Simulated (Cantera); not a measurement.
Charge: 1 mol CO2, 0.15 mol H2O, 1.4 mol H2, 0.0064 mol SO2, at 1425 °C and 165 Torr.

Cantera equilibrium calculation (NASA polynomials, part measured and part estimated; ideal gas, pure solids and liquids). Candidate condensed phases: C, C6H6, C7H8, C8H18, H2O, H2SO4, S; 123 gas species. Equilibrium is a limit: real reactors are often held back by kinetics, nucleation or transport.

Base state: H2O 0.345, CO 0.282, H2 0.260, CO2 0.110, H2S 0.00177, SO2 0.000277, H 0.000157, SH 0.000154 (mole fractions); condensed: gas only.

Question: What changes in the equilibrium state with this change: pressure from 165 Torr to 3.53 Torr?

Answer: 
```
species    before     after
-------  --------  --------
H2O         0.345     0.343
CO          0.282     0.283
H2          0.260     0.262
H2S       0.00177  0.000227
CO2         0.110     0.108
COS       6.59e-5   8.40e-6
H        0.000157   0.00108
OH        1.07e-5   7.27e-5
```
